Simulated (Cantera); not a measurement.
Cantera run, input and output.

```python
import numpy as np
import cantera as ct

gas = ct.Solution("gri30.yaml")
gas.TPX = 1275, 100000, {'H2': 1.1, 'O2': 1, 'N2': 1.6}
reactor = ct.IdealGasConstPressureReactor(gas, energy="off", clone=False)
net = ct.ReactorNet([reactor])
net.rtol, net.atol = 1e-08, 1e-18
show = ['H2', 'O2', 'NO2', 'HO2', 'O', 'N2O']
times = np.geomspace(0.0001, 50, 12)

steps = ct.SolutionArray(gas, extra=["t"])
rows = []
print(f"{'t/s':>10s}{'T/K':>9s}{'P/Pa':>11s}" + "".join(f"{s:>11s}" for s in show))
for t in times:
    while net.time < t:
        t_next = net.step()
        steps.append(gas.state, t=t_next)
    rows.append([np.interp(t, steps.t, y) for y in (steps.T, steps.P, *steps(*show).X.T)])
    print(f"{t:10.3e}{rows[-1][0]:9.1f}{rows[-1][1]:11.4g}" + "".join(f"{x:11.3e}" for x in rows[-1][2:]))
rate = np.gradient(steps.T, steps.t)
print("integrator steps:", len(steps.t))
if steps.T.max() > steps.T[0] + 200:
    print(f"time of steepest temperature rise: {steps.t[rate.argmax()]:.4e} s")
gas.TPX = 1275, 100000, {'H2': 1.1, 'O2': 1, 'N2': 1.6}
gas.equilibrate("TP")
print(f"equilibrium (TP): T = {gas.T:.1f} K  " + "  ".join(f"{s} {gas[s].X[0]:.3e}" for s in show))
```

Output:

```
       t/s      T/K       P/Pa         H2         O2        NO2        HO2          O        N2O
 1.000e-04   1275.0      1e+05  1.548e-03  1.431e-01  9.787e-08  6.861e-05  2.520e-04  1.280e-07
 3.297e-04   1275.0      1e+05  1.915e-04  1.428e-01  2.571e-07  1.216e-05  2.358e-05  1.397e-07
 1.087e-03   1275.0      1e+05  1.490e-05  1.428e-01  2.544e-07  1.459e-06  3.556e-06  1.441e-07
 3.583e-03   1275.0      1e+05  9.793e-07  1.428e-01  1.362e-07  2.330e-07  7.672e-07  1.458e-07
 1.181e-02   1275.0      1e+05  1.914e-07  1.428e-01  6.261e-08  7.160e-08  2.085e-07  1.446e-07
 3.894e-02   1275.0      1e+05  7.028e-08  1.428e-01  4.925e-08  4.287e-08  7.122e-08  1.360e-07
 1.284e-01   1275.0      1e+05  5.195e-08  1.429e-01  5.963e-08  4.113e-08  4.367e-08  1.085e-07
 4.233e-01   1275.0      1e+05  5.137e-08  1.429e-01  6.067e-08  4.116e-08  4.253e-08  5.375e-08
 1.395e+00   1275.0      1e+05  5.135e-08  1.429e-01  6.070e-08  4.116e-08  4.248e-08  1.466e-08
 4.600e+00   1275.0      1e+05  5.135e-08  1.429e-01  6.070e-08  4.116e-08  4.248e-08  1.203e-08
 1.517e+01   1275.0      1e+05  5.135e-08  1.429e-01  6.071e-08  4.116e-08  4.248e-08  1.203e-08
 5.000e+01   1275.0      1e+05  5.135e-08  1.429e-01  6.072e-08  4.116e-08  4.248e-08  1.203e-08
integrator steps: 1587
equilibrium (TP): T = 1275.0 K  H2 5.137e-08  O2 1.427e-01  NO2 2.207e-06  HO2 4.114e-08  O 4.246e-08  N2O 1.203e-08
```

Model: GRI-Mech 3.0 (53 species, 325 reactions), integrated in Cantera. The temperature is held fixed by assumption; the heat of reaction is taken as removed at once.
